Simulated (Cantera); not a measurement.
What does this Cantera script print?

```python
import numpy as np
import cantera as ct

gas = ct.Solution("gri30.yaml")
gas.TPX = 525, 1000000, {'CH4': 1, 'C2H6': 0.16, 'C3H8': 0.32, 'O2': 4.29, 'N2': 16.1, 'H2': 0.47}
flame = ct.FreeFlame(gas, width=0.008)
flame.set_refine_criteria(ratio=3, slope=0.08, curve=0.16)
flame.transport_model = "mixture-averaged"
flame.solve(loglevel=0, auto=True)
z, T = flame.grid, flame.T
thick = (T[-1] - T[0]) / np.gradient(T, z).max()
show = ['CH4', 'C2H6', 'C3H8', 'O2', 'HCO', 'H2O2']
print(f"laminar burning velocity  {flame.velocity[0] * 100:.3f} cm/s")
print(f"burnt temperature         {T[-1]:.1f} K")
print(f"thermal thickness         {thick * 1e3:.4f} mm")
print(f"grid points               {len(z)}")
z0 = z[flame.heat_release_rate.argmax()]
print(f"{'z/mm':>9s}{'T/K':>9s}{'u/(m/s)':>9s}" + "".join(f"{s:>11s}" for s in show))
rows = []
for k in (-3, -2, -1.5, -1, -0.5, -0.25, 0, 0.25, 0.5, 1, 2, 4, 8):
    zz = z0 + k * thick
    rows.append([k * thick, np.interp(zz, z, T), np.interp(zz, z, flame.velocity),
                 *(np.interp(zz, z, flame.X[gas.species_index(s)]) for s in show)])
    print(f"{rows[-1][0] * 1e3:9.3f}{rows[-1][1]:9.1f}{rows[-1][2]:9.3f}" + "".join(f"{x:11.3e}" for x in rows[-1][3:]))
```

It prints:

```
laminar burning velocity  59.885 cm/s
burnt temperature         2440.8 K
thermal thickness         0.0521 mm
grid points               141
     z/mm      T/K  u/(m/s)        CH4       C2H6       C3H8         O2        HCO       H2O2
   -0.156    525.3    0.599  4.476e-02  7.162e-03  1.433e-02  1.920e-01  2.531e-19  7.721e-08
   -0.104    528.9    0.603  4.464e-02  7.160e-03  1.432e-02  1.918e-01  2.552e-16  1.046e-06
   -0.078    541.5    0.618  4.425e-02  7.142e-03  1.431e-02  1.909e-01  3.839e-14  4.861e-06
   -0.052    618.9    0.708  4.197e-02  6.958e-03  1.409e-02  1.846e-01  3.853e-11  2.956e-05
   -0.026   1037.6    1.206  3.031e-02  5.075e-03  1.018e-02  1.455e-01  2.249e-07  1.266e-04
   -0.013   1470.8    1.735  1.797e-02  2.357e-03  3.445e-03  1.011e-01  8.753e-06  6.311e-05
    0.000   1898.2    2.259  4.789e-03  1.474e-04  5.534e-05  5.303e-02  2.853e-05  4.924e-06
    0.013   2103.3    2.495  3.421e-04  4.026e-07  8.297e-09  2.671e-02  8.495e-06  1.457e-06
    0.026   2188.4    2.582  1.234e-05  4.234e-10  1.960e-13  1.749e-02  6.558e-07  9.889e-07
    0.052   2277.8    2.671  3.124e-08  6.773e-15  3.455e-20  1.169e-02  9.344e-08  6.963e-07
    0.104   2354.6    2.749  3.536e-12  3.505e-21  1.180e-29  7.872e-03  3.885e-08  4.662e-07
    0.208   2405.8    2.800  7.650e-15  6.740e-27  1.752e-37  5.292e-03  1.763e-08  3.131e-07
    0.417   2431.6    2.825  2.611e-15  6.224e-28  1.999e-37  3.910e-03  1.060e-08  2.360e-07
```

Model: GRI-Mech 3.0 (53 species, 325 reactions), integrated in Cantera. GRI-Mech 3.0 was tuned for natural gas; its chemistry of propane as a main component is partial and can be far from experiment. Burning velocities carry a grid error of a few per cent, more on coarse grids.
